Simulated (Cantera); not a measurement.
A closed system holds: 1 mol Si, 2.2 mol Br₂, 15 mol N₂, equilibrated at 70000 Pa.

These are equilibrium values from Cantera (NASA tables, ideal gas, pure condensed phases), not measurements of a reactor. Candidate condensed phases: Br₂, Si, Si₃N₄; 13 gas species. The tables' values for SiBr₃ are old estimates; treat these amounts as uncertain. The numbers say what is thermodynamically allowed, not how fast it happens.

x: gas mole fraction; nothing condenses.

```tsv
T (K)	x N₂	x SiBr₄	x Br	x SiBr₂	x SiBr₃
1375	0.920	0.0612	0.0131	5.98e-6	0.000110
1400	0.919	0.0611	0.0145	1.22e-5	0.000165
1425	0.918	0.0610	0.0158	2.46e-5	0.000246
1450	0.918	0.0608	0.0170	4.88e-5	0.000363
1475	0.917	0.0605	0.0183	9.53e-5	0.000529
1500	0.916	0.0601	0.0196	0.000182	0.000762
1525	0.915	0.0596	0.0209	0.000339	0.00108
1550	0.914	0.0588	0.0224	[?]	0.00150
1575	0.913	0.0578	0.0242	0.00105	0.00202
1600	0.911	0.0564	0.0264	0.00172	0.00266
1625	0.908	0.0545	[?]	[?]	0.00338
1650	0.905	0.0522	0.0324	0.00395	0.00417
1675	0.902	0.0495	0.0363	0.00559	0.00500
1700	0.897	0.0464	0.0410	0.00760	0.00584
```

Task: Complete the blanks.

Result: 
- 1550, x SiBr₂: 0.000610
- 1625, x Br: 0.0291
- 1625, x SiBr₂: 0.00267
